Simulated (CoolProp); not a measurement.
A Linde-Hampson liquefier for CF4 (R14): isothermal reversible compression at 320 K from 1 atm to 40 MPa, throttling to 1 atm, return gas leaving the recuperator 10 K below the feed. Each further row changes one setting.

Model: reference Helmholtz-energy equation of state, Platzer 1990, in CoolProp. This equation is an older, rougher fit; its heat capacities, sound speeds and derivatives of the liquid may be far off and weren't checked against measurements.

```
case                        liquid yield per pass  compression work (kJ/kg of gas)
--------------------------  ---------------------  -------------------------------
as stated                                     ___                              169
warm-end temperature 350 K                  0.179                              ___
warm-end gap 15 K                             ___                              169
```

Q: What belongs in the gaps?

A: 
- as stated, liquid yield per pass: 0.230
- warm-end temperature 350 K, compression work (kJ/kg of gas): 190
- warm-end gap 15 K, liquid yield per pass: 0.218
